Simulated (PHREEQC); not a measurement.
Make-up at 80 °C: 0.0012 mol H2SO4 and 4.6e-05 mol HF per kg of water. Closed to the air; pH follows from the charge balance.

The numbers come from PHREEQC with the ion-association model, phreeqc.dat.

Problem. The ionic strength comes out as 0.00270 mol/kgw. What activity coefficients do SO4-2, H+, HSO4-, F- get?

Solution. SO4-2 0.78, H+ 0.94, HSO4- 0.94, F- 0.94.

Precipitation was switched off in this run. Species that the database lacks are ignored. At this temperature some constants are extrapolated from 25 °C, and those without enthalpy data are left unchanged.
